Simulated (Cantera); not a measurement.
Cantera run:

```python
import numpy as np
import cantera as ct

gas_names = [...]  # 151 gases of nasa_gas.yaml made of C, H, N, O, Si
cond_names = """
    C(gr) C6H6(L) C7H8(L) C8H18(L),n-octa H2O(s) H2O(L) Si(cr) Si(L) SiC(b) SiO2(Lqz) SiO2(hqz) SiO2(L)
    Si2N2O(s) Si3N4(a)
""".split()


# ... load() reads the species with a 1 bar reference pressure and builds the phases ...
atoms = {
    'TEOS': {'Si': 1, 'C': 8, 'H': 20, 'O': 4},
    'O2': {'O': 2},
    'N2': {'N': 2},
}
top_T = {'C(gr)': 4500, 'SiC(b)': 3050, 'Si2N2O(s)': 2100, 'Si3N4(a)': 2400}  # K; cautious upper limits of use, not melting points


# ... equilibrate(T, P, feed) seeds the gas with the atoms and calls Mixture.equilibrate('TP', solver="vcs", rtol=1e-11, max_steps=5000) ...
results = []
feed = {'TEOS': 1, 'O2': 0.065, 'N2': 56}  # mol
T = 500  # K
P = 32000  # Pa
mix = equilibrate(T, P, feed)
results.append((T, P, feed, dict(zip(mix.species_names, mix.species_moles))))
x = sorted(zip(gas.X, gas.species_names), reverse=True)
print(f"T = {T:g} K  P = {P:g} Pa  gas = {mix.phase_moles(0):.4g} mol")
print("   x: " + "  ".join(f"{s} {v:.3e}" for v, s in x if v > 0.001))
print("   condensed (mol): " + ("  ".join(f"{mix.phase(i).name} {mix.phase_moles(i):.4g}"
      for i in range(1, mix.n_phases) if mix.phase_moles(i) > 1e-12) or "none"))
```

It prints:

```
T = 500 K  P = 32000 Pa  gas = 62.33 mol
   x: N2 8.983e-01  CH4 6.003e-02  H2O 3.159e-02  H2 8.663e-03  CO2 1.287e-03
   condensed (mol): C(gr) 4.178  SiO2(Lqz) 1
```

Cantera equilibrium calculation (NASA polynomials, part measured and part estimated; ideal gas, pure solids and liquids). The feed counts by its element totals alone.
